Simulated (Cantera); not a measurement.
Input: 1 mol Cu, 0.62 mol NH3, 9.9 mol H2, equilibrated at 1.20 Torr.

These are equilibrium values from Cantera (NASA tables, ideal gas, pure condensed phases), not measurements of a reactor. Candidate condensed phases: Cu; 11 gas species. Rates play no part.

x: gas mole fraction; n: condensed amount in mol.

```json
[
 {"T (K)": "1223", "x H2": "0.972", "x Cu": "1.43e-5", "x H": "7.41e-6", "x N2": "0.0278", "x Cu2": "?", "n Cu(s)": "1.000", "n Cu(l)": "0"},
 {"T (K)": "1323", "x H2": "0.972", "x Cu": "0.000168", "x H": "3.91e-5", "x N2": "0.0278", "x Cu2": "?", "n Cu(s)": "0.998", "n Cu(l)": "0"},
 {"T (K)": "1423", "x H2": "0.971", "x Cu": "0.00131", "x H": "0.000164", "x N2": "0.0278", "x Cu2": "?", "n Cu(s)": "0", "n Cu(l)": "0.985"},
 {"T (K)": "1523", "x H2": "0.964", "x Cu": "0.00753", "x H": "0.000567", "x N2": "0.0276", "x Cu2": "?", "n Cu(s)": "0", "n Cu(l)": "0.915"},
 {"T (K)": "1623", "x H2": "0.937", "x Cu": "0.0347", "x H": "0.00167", "x N2": "0.0268", "x Cu2": "?", "n Cu(s)": "0", "n Cu(l)": "0.598"},
 {"T (K)": "1723", "x H2": "0.888", "x Cu": "0.0821", "x H": "0.00430", "x N2": "0.0255", "x Cu2": "?", "n Cu(s)": "0", "n Cu(l)": "0"},
 {"T (K)": "1823", "x H2": "0.882", "x Cu": "0.0819", "x H": "0.0102", "x N2": "0.0254", "x Cu2": "?", "n Cu(s)": "0", "n Cu(l)": "0"},
 {"T (K)": "1923", "x H2": "0.871", "x Cu": "0.0814", "x H": "0.0220", "x N2": "0.0253", "x Cu2": "?", "n Cu(s)": "0", "n Cu(l)": "0"},
 {"T (K)": "2023", "x H2": "0.851", "x Cu": "0.0806", "x H": "0.0438", "x N2": "0.0250", "x Cu2": "?", "n Cu(s)": "0", "n Cu(l)": "0"}
]
```

Task: What belongs in the gaps?

Result: 
- 1223, x Cu2: 5.28e-10
- 1323, x Cu2: 1.72e-8
- 1423, x Cu2: 3.02e-7
- 1523, x Cu2: 3.41e-6
- 1623, x Cu2: 2.82e-5
- 1723, x Cu2: 6.83e-5
- 1823, x Cu2: 3.22e-5
- 1923, x Cu2: 1.63e-5
- 2023, x Cu2: 8.72e-6
